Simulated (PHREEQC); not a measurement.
# Metal-bearing waste water

Make-up at 25 °C: 0.037 mol CuSO4, 0.0065 mol ZnCl2 and 0.005 mol Na2SO4 per kg of water. Closed to the air; pH follows from the charge balance.

Model: ion-association model, wateq4f.dat, run in PHREEQC.

Each row changes one thing in this solution. Precipitation was switched off in this run.

```json
[
 {"case": "as made", "pH": "4.68", "ionic strength (mol/kgw)": "0.111", "SO4-2 (mol/kgw)": "0.0235", "Na+ (mol/kgw)": "0.00960", "Zn+2 (mol/kgw)": "0.00340", "ZnSO4 (mol/kgw)": "0.00256", "SI of Goslarite (ZnSO4:7H2O)": "-3.00", "SI of Zincite(c) (ZnO)": "-4.66"},
 {"case": "CuSO4 replaced by NiSO4 at the same molality", "pH": "5.89", "ionic strength (mol/kgw)": "0.114", "SO4-2 (mol/kgw)": "0.0243", "Na+ (mol/kgw)": "0.00959", "Zn+2 (mol/kgw)": "0.00336", "ZnSO4 (mol/kgw)": "0.00257", "SI of Goslarite (ZnSO4:7H2O)": "-2.99", "SI of Zincite(c) (ZnO)": "-2.24"},
 {"case": "CuSO4 left out", "pH": "5.73", "ionic strength (mol/kgw)": "0.0290", "SO4-2 (mol/kgw)": "0.00358", "Na+ (mol/kgw)": "0.00991", "Zn+2 (mol/kgw)": "0.00511", "ZnSO4 (mol/kgw)": "0.00125", "SI of Goslarite (ZnSO4:7H2O)": "-3.31", "SI of Zincite(c) (ZnO)": "-2.23"},
 {"case": "Na2SO4 from 0.005 to 0.0025 mol/kgw", "pH": "4.67", "ionic strength (mol/kgw)": "0.106", "SO4-2 (mol/kgw)": "0.0218", "Na+ (mol/kgw)": "0.00481", "Zn+2 (mol/kgw)": "0.00349", "ZnSO4 (mol/kgw)": "0.00251", "SI of Goslarite (ZnSO4:7H2O)": "-3.00", "SI of Zincite(c) (ZnO)": "-4.66"},
 {"case": "ZnCl2 from 0.0065 to 0.00325 mol/kgw", "pH": "4.69", "ionic strength (mol/kgw)": "0.104", "SO4-2 (mol/kgw)": "0.0244", "Na+ (mol/kgw)": "0.00957", "Zn+2 (mol/kgw)": "0.00164", "ZnSO4 (mol/kgw)": "0.00133", "SI of Goslarite (ZnSO4:7H2O)": "-3.28", "SI of Zincite(c) (ZnO)": "-4.95"},
 {"case": "Na2SO4 from 0.005 to 0.0005 mol/kgw", "pH": "4.66", "ionic strength (mol/kgw)": "0.102", "SO4-2 (mol/kgw)": "0.0204", "Na+ (mol/kgw)": "0.000964", "Zn+2 (mol/kgw)": "0.00357", "ZnSO4 (mol/kgw)": "0.00246", "SI of Goslarite (ZnSO4:7H2O)": "-3.01", "SI of Zincite(c) (ZnO)": "-4.67"},
 {"case": "CuSO4 from 0.037 to 0.0037 mol/kgw", "pH": "5.14", "ionic strength (mol/kgw)": "0.0384", "SO4-2 (mol/kgw)": "0.00590", "Na+ (mol/kgw)": "0.00986", "Zn+2 (mol/kgw)": "0.00469", "ZnSO4 (mol/kgw)": "0.00164", "SI of Goslarite (ZnSO4:7H2O)": "-3.19", "SI of Zincite(c) (ZnO)": "-3.48"},
 {"case": "Na2SO4 replaced by NaOH at the same molality", "pH": "5.76", "ionic strength (mol/kgw)": "0.104", "SO4-2 (mol/kgw)": "0.0213", "Na+ (mol/kgw)": "0.00481", "Zn+2 (mol/kgw)": "0.00351", "ZnSO4 (mol/kgw)": "0.00250", "SI of Goslarite (ZnSO4:7H2O)": "-3.01", "SI of Zincite(c) (ZnO)": "-2.47"},
 {"case": "CuSO4 from 0.037 to 0.37 mol/kgw", "pH": "4.38", "ionic strength (mol/kgw)": "0.689", "SO4-2 (mol/kgw)": "0.166", "Na+ (mol/kgw)": "0.00864", "Zn+2 (mol/kgw)": "0.00180", "ZnSO4 (mol/kgw)": "0.00246", "SI of Goslarite (ZnSO4:7H2O)": "-2.98", "SI of Zincite(c) (ZnO)": "-5.78"}
]
```

Some of these states are supersaturated (in Antlerite, Brochantite, Atacamite, for instance).
